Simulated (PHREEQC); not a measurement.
Consider water at 20 °C with 0.23 mol TMAH and 0.042 mol Na2CO3 per kg of water. Closed to the air; pH follows from the charge balance.

Equilibrium calculation in PHREEQC: ion-association model, phreeqc.dat.

Problem. The ionic strength comes out as 0.338 mol/kgw. What activity coefficients do HCO3-, OH-, NaCO3-, CO3-2, Na+ get?

Solution. HCO3- 0.72, OH- 0.67, NaCO3- 0.73, CO3-2 0.26, Na+ 0.73.

This is a speciation only: nothing precipitates in the calculation. Species that the database lacks are ignored. (CH3)4N+ isn't in the database: it is added as a free cation with an ion size of 4 Å.
